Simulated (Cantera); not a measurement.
Feed: 1 mol TiO2, 0.81 mol C, 0.099 mol CO, held at 1800 K and 5.20 bar.

These are equilibrium values from Cantera (NASA tables, ideal gas, pure condensed phases), not measurements of a reactor. Mutual solubility and eutectic melting of coexisting phases are not modelled. TiC: taken at fixed stoichiometry. Kinetics and transport are ignored.

| species | before | after |
|---|---|---|
| CO | 1.000 | 1.000 |
| CO2 | 0.000491 | 4.07e-5 |
| TiC(s), mol | 0.179 | 0.124 |
| Ti3O5(s), mol | 0.274 | 0 |
| Ti2O3(s), mol | 0 | 0.438 |
Gas species are given as mole fractions.

Q: Which change was made?
A) pressure from 5.20 bar to 0.0100 bar
B) temperature from 1800 K to 1098.15 K
C) pressure from 5.20 bar to 0.00133 bar
D) temperature from 1800 K to 1375 K

A: A, pressure from 5.20 bar to 0.0100 bar
